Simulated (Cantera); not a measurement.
**Premixed flame**

A freely propagating, adiabatic, planar premixed flame of H2 : O2 : N2 : H2O = 1 : 0.227 : 0.855 : 0.057 (molar parts), equivalence ratio 2.2, unburnt at 700 K and 1.09 atm; mixture-averaged transport, grid criteria slope 0.08 and curve 0.16, no radiation.

Computed with Cantera and the H2/O2 subset of GRI-Mech 3.0, which has no nitrogen chemistry. Burning velocities carry a grid error of a few per cent, more on coarse grids.

```tsv
z (mm)	T (K)	u (m/s)	x H2	x O2	x H2O	x O	x OH	x H
-1.28	700	11.4	0.468	0.106	0.0266	<1e-8	<1e-8	<1e-8
-0.851	700	11.4	0.468	0.106	0.0266	<1e-8	<1e-8	<1e-8
-0.638	700	11.4	0.468	0.106	0.0266	<1e-8	<1e-8	<1e-8
-0.426	700	11.4	0.467	0.106	0.0266	1.03e-8	<1e-8	6.68e-7
-0.213	723	11.8	0.464	0.106	0.0281	1.82e-5	7.02e-5	0.000592
-0.106	903	14.4	0.434	0.0997	0.0461	0.000392	0.000534	0.0102
0	1271	19.8	0.335	0.0621	0.127	0.00306	0.00229	0.0531
0.106	1524	23.5	0.250	0.0151	0.218	0.00292	0.00397	0.0877
0.213	1634	25.1	0.233	0.00287	0.243	0.00168	0.00433	0.0896
0.426	1741	26.5	0.238	0.000647	0.249	0.00122	0.00468	0.0780
0.851	1856	28.0	0.247	0.000406	0.252	0.000903	0.00472	0.0621
1.70	1967	29.4	0.257	0.000249	0.256	0.000572	0.00430	0.0462
3.40	2064	30.6	0.265	0.000130	0.259	0.000307	0.00351	0.0322
```
x: mole fraction of selected species; z is measured from the peak of heat release.

| Quantity | Result |
|---|---|
| laminar burning velocity | 1140 cm/s |
| thermal thickness | 0.426 mm |
| peak x(O) | 0.00365 |
| peak x(OH) | 0.00475 |
| peak x(H) | 0.0909 |
| grid points | 137 |
